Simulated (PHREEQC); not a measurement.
A solution holds 0.0015 mol HF, 0.00029 mol CsF, 6.2e-06 mol H4SiO4 and 0.029 mol H3PO4 per kg of water, at 55 °C. Closed to the air; pH follows from the charge balance.

The numbers come from PHREEQC with the ion-association model, wateq4f.dat.

```json
{
 "pH": "2.02",
 "ionic_strength": "0.0107 mol/kgw",
 "total_alkalinity": "-30.5 meq/kg"
}
```

| species | molality | activity | log γ |
|---|---|---|---|
| H3PO4 | 0.0184 | 0.0184 | 0.001 |
| H2PO4- | 0.0106 | 0.00955 | -0.047 |
| H+ | 0.0104 | 0.00946 | -0.043 |
| HF | 0.00171 | 0.00171 | 0.001 |
| Cs+ | 0.000290 | 0.000259 | -0.049 |
| F- | 7.65e-5 | 6.82e-5 | -0.050 |
| H4SiO4 | 6.20e-6 | 6.21e-6 | 0.001 |
| H2F2 | 2.43e-6 | 2.44e-6 | 0.001 |
| HF2- | 5.73e-7 | 5.11e-7 | -0.050 |
| HPO4-2 | 1.13e-7 | 7.30e-8 | -0.191 |

No solid was allowed to form. H3PO4, which wateq4f.dat lacks, is added to it with the constant of phreeqc.dat. At this temperature some constants are extrapolated from 25 °C, and those without enthalpy data are left unchanged. SiF6-2 is the database's only silicon fluoride.
